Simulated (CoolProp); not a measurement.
Vapour-liquid equilibrium of ethylene (1) + ethane (2) at 159 kPa; x and y are mole fractions of (1).

Values from CoolProp's multi-fluid Helmholtz-energy mixture model, Smukala 2000 and Bücker 2006; pair parameters Bell 2016.

```tsv
x	bubble temperature (K)	y at the bubble point	dew temperature at overall composition x (K)	liquid density (mol/L)
0.05	191.9	0.113	192.7	17.83
0.2	188.3	0.364	190.7	18.16
0.35	185.6	0.540	188.5	18.47
0.5	183.4	0.679	186.3	18.78
0.65	181.4	0.794	183.9	19.09
0.8	179.6	0.892	181.3	19.40
0.95	178.0	0.975	178.5	19.71
```

No azeotrope shows between x = 0.05 and 0.95.

The pair parameters rest on a limited set of measurements; away from them the model extrapolates.
